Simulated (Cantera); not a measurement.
# Carbon deposition, reforming and gasification: CO + NH3 + N2

A closed system holds: 1 mol CO, 1.3 mol NH3, 19 mol N2, at 1.00 bar.

These are equilibrium values from Cantera (NASA tables, ideal gas, pure condensed phases), not measurements of a reactor. Candidate condensed phases: C, C6H6, C7H8, C8H18, H2O; 169 gas species. Ions and electrons are included (thermal ionisation). The numbers say what is thermodynamically allowed, not how fast it happens.

From 2500 K to 5000 K nothing is condensed. The main C-bearing gas is CO throughout.

```
T (K)   x N2      x H      x H2    x CO       x N       x O       x C
-----  -----  -------  --------  ------  --------  --------  --------
2500   0.866  0.00721    0.0823  0.0440   2.72e-7   4.30e-8  3.57e-10
2750   0.861   0.0189    0.0760  0.0438   2.23e-6   4.01e-7   4.56e-9
3000   0.852   0.0401    0.0645  0.0433   1.29e-5   2.48e-6   3.95e-8
3250   0.839   0.0703    0.0480  0.0426   5.65e-5   1.04e-5   2.73e-7
3500   0.825    0.103    0.0304  0.0419  0.000201   3.04e-5   1.67e-6
3750   0.813    0.128    0.0164  0.0413  0.000606   7.15e-5   8.69e-6
4000   0.805    0.144   0.00813  0.0408   0.00159  0.000157   3.55e-5
4250   0.800    0.151   0.00396  0.0404   0.00375  0.000336  0.000116
4500   0.794    0.154   0.00199  0.0399   0.00802  0.000689  0.000316
4750   0.786    0.155   0.00105  0.0389    0.0158   0.00134  0.000751
5000   0.772    0.155  0.000581  0.0374    0.0291   0.00246   0.00160
```
x: gas mole fraction; nothing condenses.
